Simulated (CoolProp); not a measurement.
Isobutene along the isotherm 233.1 K: density (kg/m³) from the reference equation and from simpler models built on Tc = 418.1 K, pc = 40.16 bar, ω = 0.193; each cubic takes its own stable root.

Values from CoolProp's reference Helmholtz-energy equation of state, Lemmon 2005. It is a short technical equation, of lower accuracy than the large ones.

```
p (bar)   phase  reference
-------  ------  ---------
1.25     liquid      662.9
2.51     liquid      663.0
3.76     liquid      663.1
5.02     liquid      663.2
6.27     liquid      663.3
7.53     liquid      663.5
8.78     liquid      663.6
10       liquid      663.7
11.3     liquid      663.8
12.5     liquid      663.9
13.8     liquid      664.0
15.1     liquid      664.2
16.3     liquid      664.3
17.6     liquid      664.4
18.8     liquid      664.5
20.1     liquid      664.6
```

Question: How far does each simpler model (van der Waals, Soave-Redlich-Kwong) lie from the reference over these 16 states: mean and median of the absolute difference, and the worst?

Answer: 
- van der Waals: mean 41.7 %, median 37.9 %, worst -99.4 % at 233.1 K and 1.25 bar
- Soave-Redlich-Kwong: mean 6.8 %, median 6.8 %, worst -6.8 % at 233.1 K and 1.25 bar

At some of these states van der Waals gives the other phase, because its saturation line lies elsewhere.
